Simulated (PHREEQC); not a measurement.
PHREEQC input (ion-association model, wateq4f.dat):

```
SOLUTION_MASTER_SPECIES
  An  An-  0  An  62.0  # stands for a non-complexing anion
SOLUTION_SPECIES
  An- = An-
    -log_k 0
    -gamma 3.0 0
PHASES
  Fix_H+
    H+ = H+
    -log_k 0
SOLUTION 1
  temp 25
  units mmol/kgw
  pH 7 charge
  Cl 11.058
  Mg 5.5
  S(6) 1.6
  Zn 1.6
  Ca 0.029
  Na 100
  An 100
END
SELECTED_OUTPUT 1
  -reset false
  -pH true
  -pe true
  -ionic_strength true
  -water true
  -totals Ca Cl Mg Na S Zn S(-2) S(6)
  -molalities Hfo_wOH Hfo_wOH2+ Hfo_wO- Hfo_sOH Hfo_sOH2+ Hfo_sO- Hfo_sOHCa+2 Hfo_wOCa+ Hfo_sOZn+ Hfo_wOZn+
    Hfo_wOMg+ Hfo_wSO4- Hfo_wOHSO4-2
  -saturation_indices Gypsum Brucite Portlandite Zn(OH)2-e Zn4(OH)6SO4 Zn5(OH)8Cl2 Halite Mirabilite Epsomite Goslarite
USER_PUNCH 1
  -headings sigma psi
  10 PUNCH EDL("sigma", "Hfo"), EDL("psi", "Hfo")
PRINT
  -reset false
USE solution 1
SURFACE 1
  Hfo_wOH 0.00449438 600 2
  Hfo_sOH 0.00011236
EQUILIBRIUM_PHASES 1
  Fix_H+ -3 HAn 10
    -force_equality true
  O2(g) -0.68 10
END
# ... the last block is repeated for the other 16 points of pH, with NaOH or the acid as the point needs
```

Selected output (columns that matter, 10 of 17 rows; pH added in front):

```
pH	mu	Ca	Cl	Mg	Na	S	Zn	si_Gypsum	si_Brucite	si_Portlandite	si_Zn(OH)2-e	si_Zn4(OH)6SO4	si_Zn5(OH)8Cl2	si_Halite
3	0.12351	2.8999e-05	0.011058	0.0054999	0.099998	0.00021499	0.0015999	-4.6788	-13.519	-21.777	-8.7296	-27.598	-34.81	-4.7783
3.75	0.12248	2.8999e-05	0.011058	0.0054999	0.099998	0.00022426	0.0015989	-4.6476	-12.018	-20.276	-7.2289	-23.065	-28.806	-4.7777
4.5	0.12216	2.8996e-05	0.011058	0.0054999	0.099998	0.0002849	0.0015748	-4.5413	-10.518	-18.776	-5.7358	-18.486	-22.84	-4.7775
4.88	0.12193	2.8995e-05	0.011058	0.0054999	0.099998	0.00035875	0.0015287	-4.4406	-9.7588	-18.016	-4.9891	-16.158	-19.867	-4.7774
5.62	0.12135	2.8997e-05	0.011058	0.0054988	0.099999	0.00062517	0.0013822	-4.1985	-8.2809	-16.538	-3.5549	-11.658	-14.175	-4.7771
6.38	0.11912	2.8994e-05	0.011058	0.0054828	0.1	0.00095316	0.00066551	-4.0068	-6.7635	-15.018	-2.3538	-8.1814	-9.6875	-4.7756
7.12	0.11885	2.896e-05	0.011058	0.0053698	0.10159	0.0011722	0.0001421	-3.9133	-5.2946	-13.54	-1.5496	-6.3488	-7.1456	-4.7684
7.5	0.11888	2.891e-05	0.011058	0.0052104	0.1023	0.0012736	6.6388e-05	-3.8769	-4.5488	-12.782	-1.1275	-5.3827	-5.7955	-4.7655
8.25	0.1189	2.876e-05	0.011057	0.0047717	0.10368	0.0014634	3.0234e-05	-3.8163	-3.0891	-11.286	-0.0576	-2.5382	-1.9456	-4.7598
9	0.11888	2.8642e-05	0.011057	0.0044736	0.10454	0.0015673	9.309e-05	-3.7865	-1.6188	-9.7887	1.2445	1.2025	3.0646	-4.7563
```

Along this series the solution becomes supersaturated in solids that the run did not let form, among them Zn(OH)2-e, Zn4(OH)6SO4, Zn5(OH)8Cl2. Complexes and solids missing from the database can't appear. The oxide is taken as insoluble; below pH 4 it would dissolve.
